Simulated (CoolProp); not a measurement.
R11 at several states: fugacity coefficient from the reference equation and from simpler models built on Tc = 198.0 °C, pc = 4.408 MPa, ω = 0.189; each cubic takes its own stable root.

Model: reference Helmholtz-energy equation of state, Jacobsen 1992, in CoolProp.

```csv
T (°C),p (MPa),phase,reference
-79.05,0.133,liquid,0.001906
-35.65,14,liquid,0.0008572
74.35,0.309,gas,0.9381
74.05,0.0742,gas,0.9852
18.15,0.197,liquid,0.4096
```

Question: How far does each simpler model (van der Waals, Soave-Redlich-Kwong, Peng-Robinson) lie from the reference over these 5 states: mean and median of the absolute difference, and the worst?

Answer: 
- van der Waals: mean 2796.5 %, median 134.3 %, worst +11311.3 % at -79.05 °C and 0.133 MPa
- Soave-Redlich-Kwong: mean 0.8 %, median 0.4 %, worst +2.4 % at -35.65 °C and 14 MPa
- Peng-Robinson: mean 4.2 %, median 1.0 %, worst +17.9 % at -79.05 °C and 0.133 MPa

At some of these states van der Waals gives the other phase, because its saturation line lies elsewhere.
